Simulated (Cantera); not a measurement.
A perfectly stirred reactor is fed with 27.8 % NH3, 72.2 % N2, at 750 Torr; it is held at 1700 K, and followed from long to short residence time.

Model: the gas-phase N/H chemistry of the illustrative SiF4/NH3 mechanism in the Surface Chemkin manual (1991), integrated in Cantera. Walls and surfaces, which speed up NH3 decomposition in real reactors, are not modelled.

x: mole fraction; the columns are a selection and need not sum to one.

```tsv
τ (s)	x NH3	x N	x NH2	x NH	x N2H4	x N2H2	x H2
7.8	0.0705	2.49e-8	3.56e-5	4.10e-7	1.06e-8	(withheld)	0.243
2.2	0.130	3.09e-8	5.88e-5	5.91e-7	2.88e-8	(withheld)	0.173
0.63	0.199	3.12e-8	8.31e-5	7.24e-7	5.75e-8	(withheld)	0.0919
0.18	0.247	2.27e-8	0.000101	7.32e-7	8.49e-8	(withheld)	0.0355
0.050	0.268	9.91e-9	0.000112	6.18e-7	1.05e-7	3.06e-7	0.0109
0.014	0.275	2.96e-9	0.000117	4.93e-7	1.13e-7	3.05e-7	0.00306
0.0040	0.277	8.25e-10	0.000110	3.97e-7	1.01e-7	(withheld)	0.000790
0.0011	0.278	2.15e-10	8.30e-5	2.52e-7	5.73e-8	(withheld)	0.000151
0.00032	0.278	5.25e-11	3.74e-5	7.05e-8	1.16e-8	(withheld)	2.45e-5
```

**Question.** Fill in the missing entries.

**Answer.** 
- 7.8, x N2H2: 3.68e-8
- 2.2, x N2H2: 9.79e-8
- 0.63, x N2H2: 1.92e-7
- 0.18, x N2H2: 2.71e-7
- 0.0040, x N2H2: 2.62e-7
- 0.0011, x N2H2: 1.43e-7
- 0.00032, x N2H2: 2.65e-8
